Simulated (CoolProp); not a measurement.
Vapour-liquid equilibrium of R1234yf (1) + R152A (2) at 216.4 K; x and y are mole fractions of (1).

Values from CoolProp's multi-fluid Helmholtz-energy mixture model, Lemmon 2022 and Outcalt 1996; pair parameters Bell 2023.

| x | bubble pressure, mixture model (MPa) | bubble pressure, Raoult's law (MPa) | y, mixture model | y, Raoult's law |
|---|---|---|---|---|
| 0.05 | 0.01935 | 0.01874 | 0.096 | 0.068 |
| 0.125 | 0.02054 | 0.01927 | 0.209 | 0.165 |
| 0.2 | 0.02150 | 0.01981 | 0.300 | 0.258 |
| 0.275 | 0.02229 | 0.02034 | 0.377 | 0.345 |
| 0.35 | 0.02293 | 0.02088 | 0.446 | 0.428 |
| 0.425 | 0.02348 | 0.02141 | 0.509 | 0.506 |
| 0.5 | 0.02393 | 0.02195 | 0.570 | 0.581 |
| 0.575 | 0.02432 | 0.02248 | 0.630 | 0.652 |
| 0.65 | 0.02464 | 0.02301 | 0.691 | 0.720 |
| 0.725 | 0.02491 | 0.02355 | 0.753 | 0.785 |
| 0.8 | 0.02513 | 0.02408 | 0.817 | 0.847 |
| 0.875 | 0.02530 | 0.02462 | 0.884 | 0.907 |
| 0.95 | 0.02544 | 0.02515 | 0.953 | 0.963 |

The largest gap from Raoult's law is +9.8 % in bubble pressure, at x = 0.35. No azeotrope shows between x = 0.05 and 0.95.

Pair parameters are fitted to limited data, so mixtures are less certain than the pure fluids.
